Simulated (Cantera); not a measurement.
Input: 1 mol AlCl3, 1.6 mol HCl, a varied amount of H2, held at 652 °C and 0.430 bar.

Equilibrium computed with Cantera from the NASA thermochemical tables; the gas is ideal and each condensed phase is pure. Candidate condensed phases: Al, AlCl3; 12 gas species. The numbers say what is thermodynamically allowed, not how fast it happens.

x: gas mole fraction; nothing condenses.

| n(H2) (mol) | x H2 | x HCl | x AlCl3 | x Al2Cl6 | x AlCl2 |
|---|---|---|---|---|---|
| 1.5 | 0.368 | 0.393 | 0.231 | 0.00708 | 4.27e-8 |
| 2.3 | … | … | … | … | 4.87e-8 |
| 3.4 | 0.569 | 0.268 | 0.160 | 0.00340 | 5.40e-8 |
| 5 | 0.659 | 0.211 | 0.128 | 0.00215 | 5.86e-8 |
| 7.5 | 0.743 | 0.159 | 0.0967 | 0.00124 | 6.27e-8 |
| 11 | 0.809 | 0.118 | 0.0722 | 0.000689 | 6.59e-8 |
| 17 | 0.868 | 0.0817 | 0.0504 | 0.000335 | 6.86e-8 |
| 25 | 0.906 | … | … | … | 7.03e-8 |
| 37 | 0.934 | 0.0404 | 0.0251 | 8.32e-5 | 7.16e-8 |
| 55 | 0.955 | 0.0278 | 0.0173 | 3.95e-5 | 7.26e-8 |
| 81 | 0.969 | 0.0191 | 0.0119 | 1.88e-5 | 7.32e-8 |
| 120 | 0.979 | 0.0131 | 0.00814 | 8.76e-6 | 7.36e-8 |

What belongs in the gaps?


- 25, x HCl: 0.0580
- 25, x AlCl3: 0.0359
- 25, x Al2Cl6: 0.000170
- 2.3, x H2: 0.472
- 2.3, x HCl: 0.328
- 2.3, x AlCl3: 0.195
- 2.3, x Al2Cl6: 0.00503
